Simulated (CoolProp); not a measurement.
Vapour-liquid equilibrium of n-octane (1) + m-xylene (2) at 228.05 °C; x and y are mole fractions of (1).

The numbers come from the multi-fluid Helmholtz-energy mixture model, Beckmüller 2019 and Zhou 2012; pair parameters Bell 2016 in CoolProp.

```tsv
x	bubble pressure, mixture model (kPa)	bubble pressure, Raoult's law (kPa)	y, mixture model	y, Raoult's law
0.05	699.3	696.9	0.065	0.065
0.125	718.8	713.3	0.156	0.159
0.2	737.6	729.8	0.243	0.248
0.275	755.7	746.3	0.325	0.334
0.35	773.3	762.8	0.404	0.416
0.425	790.3	779.2	0.479	0.494
0.5	806.8	795.7	0.552	0.569
0.575	822.8	812.2	0.623	0.641
0.65	838.4	828.6	0.692	0.710
0.725	853.5	845.1	0.759	0.777
0.8	868.2	861.6	0.826	0.841
0.875	882.5	878.1	0.892	0.902
0.95	896.4	894.5	0.957	0.962
```

The largest gap from Raoult's law is +1.4 % in bubble pressure, at x = 0.425. No azeotrope shows between x = 0.05 and 0.95.

Pair parameters are fitted to limited data, so mixtures are less certain than the pure fluids.
